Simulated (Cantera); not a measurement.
Cantera run:

```python
import numpy as np
import cantera as ct

gas_names = [...]  # 110 gases of nasa_gas.yaml made of C, H, O
cond_names = """
    C(gr) C6H6(L) C7H8(L) C8H18(L),n-octa H2O(s) H2O(L)
""".split()


# ... load() reads the species with a 1 bar reference pressure and builds the phases ...
atoms = {
    'C2H6': {'C': 2, 'H': 6},
    'H2O': {'H': 2, 'O': 1},
}
top_T = {'C(gr)': 4500}  # K; cautious upper limits of use, not melting points


# ... equilibrate(T, P, feed) seeds the gas with the atoms and calls Mixture.equilibrate('TP', solver="vcs", rtol=1e-11, max_steps=5000) ...
results = []
feed = {'C2H6': 1, 'H2O': 0.071}  # mol
T = 1123  # K
P = 1300000  # Pa
mix = equilibrate(T, P, feed)
results.append((T, P, feed, dict(zip(mix.species_names, mix.species_moles))))
x = sorted(zip(gas.X, gas.species_names), reverse=True)
print(f"T = {T:g} K  P = {P:g} Pa  gas = {mix.phase_moles(0):.4g} mol")
print("   x: " + "  ".join(f"{s} {v:.3e}" for v, s in x if v > 1e-05))
print("   condensed (mol): " + ("  ".join(f"{mix.phase(i).name} {mix.phase_moles(i):.4g}"
      for i in range(1, mix.n_phases) if mix.phase_moles(i) > 1e-12) or "none"))
```

Output:

```
T = 1123 K  P = 1.3e+06 Pa  gas = 2.558 mol
   x: H2 7.550e-01  CH4 2.175e-01  CO 1.659e-02  H2O 1.074e-02  CO2 2.159e-04  C2H6 2.907e-05
   condensed (mol): C(gr) 1.401
```

Method: chemical equilibrium by Gibbs-energy minimisation in Cantera with the NASA 1993 tables (ideal gas, pure condensed phases).
